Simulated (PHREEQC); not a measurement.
A made-up water analysis in mmol/kgw, 20 °C, pH 7.91, pe 12: Na 0.159; K 0.00562; Ca 0.447; Mg 0.203; Cl 0.258; S(6) 0.245; Alkalinity (meq/kgw) 0.674; F 0.019; O(0) (counted as O atoms) 0.000585; Cu(2) 0.00173.

Valence states are taken as typed.

Equilibrium calculation in PHREEQC: ion-association model, wateq4f.dat.

No solid was allowed to form.

### Question
What charge-balance error does the model give?

### Answer
charge-balance error 1.0 %.

### Question
In which forms is S present?

### Answer
SO4-2 92 %, CaSO4 5.0 %, MgSO4 2.5 % of the S.

Examples of supersaturated solids here: Tenorite (slow to form). Others may be too. The database's constant for dissolved Cu(OH)2 is higher than later reviews accept.
